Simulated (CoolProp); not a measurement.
Model: reference Helmholtz-energy equation of state, Lemmon 2009, in CoolProp.

Task: Give the vapour pressure (kPa), liquid viscosity (µPa s), vapour viscosity (µPa s), liquid conductivity (mW/(m K)) of saturated propane at -21.95 °C.

Result: 
```json
[
 {"T (°C)": "-21.95", "p (kPa)": "228", "liquid viscosity (µPa s)": "158", "vapour viscosity (µPa s)": "6.83", "liquid conductivity (mW/(m K))": "118"}
]
```

Viscosity comes from a separate model (Vogel 1998). Thermal conductivity comes from a separate model (Marsh 2002).
